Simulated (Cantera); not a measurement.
Feed: 1 mol Cu2O, 280 mol H2, at 1725 °C and 0.00550 bar.

Cantera equilibrium calculation (NASA polynomials, part measured and part estimated; ideal gas, pure solids and liquids). Candidate condensed phases: Cu, CuO, Cu(OH)2, Cu2O, H2O; 12 gas species. Kinetics and transport are ignored.

What is the equilibrium state?


```
Property                             Result
--------------------------------  ---------
x(H2)                                 0.968
x(H)                                 0.0213
x(Cu)                               0.00702
x(H2O)                              0.00350
x(OH)                               7.66e-6
gas amount                        285.0 mol
log10 activity of Cu(l) (absent)      -2.04
```
